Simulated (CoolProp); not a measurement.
Values from CoolProp's reference Helmholtz-energy equation of state, Gao 2016.

**Question.** Give the vapour pressure (bar), vapour density (kg/m³), enthalpy of vaporisation (kJ/kg) of saturated sulfur dioxide at 293.1, 301, 305 K.

**Answer.** 
| T (K) | p (bar) | vapour density (kg/m³) | enthalpy of vaporisation (kJ/kg) |
|---|---|---|---|
| 293.1 | 3.30 | 9.25 | 361 |
| 301 | 4.31 | 11.9 | 353 |
| 305 | 4.90 | 13.5 | 349 |
